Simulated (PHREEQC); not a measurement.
**Alkaline etch or developer: speciation**

A solution holds 0.17 mol NaOH and 0.0037 mol K2CO3 per kg of water, at 25 °C. Closed to the air; pH follows from the charge balance.

Equilibrium calculation in PHREEQC: ion-association model, phreeqc.dat.

```
Item                          Value
--------------------  -------------
pH                            13.08
ionic strength        0.177 mol/kgw
activity of water             0.994
specific conductance    34100 µS/cm
density                 1.005 g/cm³
total alkalinity         177 meq/kg
```

| species | molality | activity | log γ |
|---|---|---|---|
| OH- | 0.170 | 0.122 | -0.145 |
| Na+ | 0.168 | 0.127 | -0.123 |
| K+ | 0.00740 | 0.00534 | -0.142 |
| NaCO3- | 0.00186 | 0.00140 | -0.124 |
| CO3-2 | 0.00184 | 0.000592 | -0.492 |
| HCO3- | 1.39e-6 | 1.04e-6 | -0.123 |
| NaHCO3 | 7.14e-8 | 7.44e-8 | 0.018 |

No solid was allowed to form.
